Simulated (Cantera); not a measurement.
Charge: 1 mol SiCl4, 0.076 mol C2H4, 17 mol H2, at 52.5 Torr.

Method: chemical equilibrium by Gibbs-energy minimisation in Cantera with the NASA 1993 tables (ideal gas, pure condensed phases). Candidate condensed phases: C, C6H6, C7H8, C8H18, Si, SiC; 109 gas species. Mutual solubility and eutectic melting of coexisting phases are not modelled. The tables' values for SiCl3, SiCl are old estimates; treat these amounts as uncertain. Gases not in the tables: Si2H6 and higher silanes. Equilibrium is a limit: real reactors are often held back by kinetics, nucleation or transport.

log p: log10 of the partial pressure in bar; n: condensed amount in mol.

```json
[
 {"T (°C)": "1150", "log p H2": "-1.23", "log p HCl": "-2.11", "log p H": "-5.79", "log p SiCl2": "-2.60", "log p Si": "-8.90", "log p Cl": "-6.76", "n SiC(s)": "0.152", "n Si(l)": "0"},
 {"T (°C)": "1250", "log p H2": "-1.23", "log p HCl": "-2.09", "log p H": "-5.25", "log p SiCl2": "-2.55", "log p Si": "-7.86", "log p Cl": "-6.21", "n SiC(s)": "0.152", "n Si(l)": "0"},
 {"T (°C)": "1350", "log p H2": "-1.23", "log p HCl": "-2.08", "log p H": "-4.78", "log p SiCl2": "-2.53", "log p Si": "-6.95", "log p Cl": "-5.73", "n SiC(s)": "0.152", "n Si(l)": "0"},
 {"T (°C)": "1450", "log p H2": "-1.23", "log p HCl": "-2.08", "log p H": "-4.36", "log p SiCl2": "-2.52", "log p Si": "-6.14", "log p Cl": "-5.31", "n SiC(s)": "0.152", "n Si(l)": "0"},
 {"T (°C)": "1550", "log p H2": "-1.23", "log p HCl": "-2.08", "log p H": "-3.98", "log p SiCl2": "-2.52", "log p Si": "-5.43", "log p Cl": "-4.94", "n SiC(s)": "0.152", "n Si(l)": "0"},
 {"T (°C)": "1650", "log p H2": "-1.23", "log p HCl": "-2.07", "log p H": "-3.64", "log p SiCl2": "-2.52", "log p Si": "-4.80", "log p Cl": "-4.61", "n SiC(s)": "0.152", "n Si(l)": "0"},
 {"T (°C)": "1750", "log p H2": "-1.24", "log p HCl": "-2.07", "log p H": "-3.34", "log p SiCl2": "-2.53", "log p Si": "-4.24", "log p Cl": "-4.30", "n SiC(s)": "0.151", "n Si(l)": "0.00153"},
 {"T (°C)": "1850", "log p H2": "-1.24", "log p HCl": "-2.06", "log p H": "-3.07", "log p SiCl2": "-2.56", "log p Si": "-3.78", "log p Cl": "-4.02", "n SiC(s)": "0.149", "n Si(l)": "0"},
 {"T (°C)": "1950", "log p H2": "-1.25", "log p HCl": "-2.04", "log p H": "-2.82", "log p SiCl2": "-2.62", "log p Si": "-3.41", "log p Cl": "-3.74", "n SiC(s)": "0.143", "n Si(l)": "0"},
 {"T (°C)": "2050", "log p H2": "-1.26", "log p HCl": "-2.01", "log p H": "-2.60", "log p SiCl2": "-2.72", "log p Si": "-3.14", "log p Cl": "-3.49", "n SiC(s)": "?", "n Si(l)": "0"},
 {"T (°C)": "2150", "log p H2": "-1.28", "log p HCl": "-1.99", "log p H": "-2.39", "log p SiCl2": "-2.85", "log p Si": "-2.93", "log p Cl": "-3.25", "n SiC(s)": "?", "n Si(l)": "0"},
 {"T (°C)": "2250", "log p H2": "-1.31", "log p HCl": "-1.98", "log p H": "-2.21", "log p SiCl2": "-3.03", "log p Si": "-2.78", "log p Cl": "-3.04", "n SiC(s)": "?", "n Si(l)": "0"}
]
```

Q: Complete the blanks.

A: 
- 2050, n SiC(s): 0.122
- 2150, n SiC(s): 0.0387
- 2250, n SiC(s): 0
